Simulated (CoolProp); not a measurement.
Methanol along the isobar 4.47 MPa: fugacity coefficient from the reference equation and from simpler models built on Tc = 513.4 K, pc = 8.216 MPa, ω = 0.565; each cubic takes its own stable root.

The numbers come from the reference Helmholtz-energy equation of state, de Reuck 1993 in CoolProp.

```csv
T (K),phase,reference,van der Waals,Redlich-Kwong,Soave-Redlich-Kwong
467.7,liquid,0.6301,0.7975,0.7624,0.6637
476.1,liquid,0.7148,0.8063,0.7747,0.7465
484.4,gas,0.7595,0.8145,0.7860,0.7731
492.8,gas,0.7810,0.8223,0.7967,0.7880
501.2,gas,0.7992,0.8296,0.8066,0.8017
509.5,gas,0.8148,0.8364,0.8157,0.8142
517.9,gas,0.8286,0.8430,0.8244,0.8260
526.3,gas,0.8407,0.8491,0.8325,0.8370
534.7,gas,0.8515,0.8550,0.8402,0.8473
543,gas,0.8608,0.8605,0.8473,0.8567
551.4,gas,0.8693,0.8658,0.8541,0.8657
559.8,gas,0.8768,0.8708,0.8605,0.8742
568.2,gas,0.8835,0.8755,0.8665,0.8821
576.5,gas,0.8894,0.8800,0.8722,0.8894
584.9,gas,0.8947,0.8843,0.8776,0.8964
593.3,gas,0.8995,0.8885,0.8828,0.9030
```

At some of these states van der Waals, Redlich-Kwong gives the other phase, because its saturation line lies elsewhere.
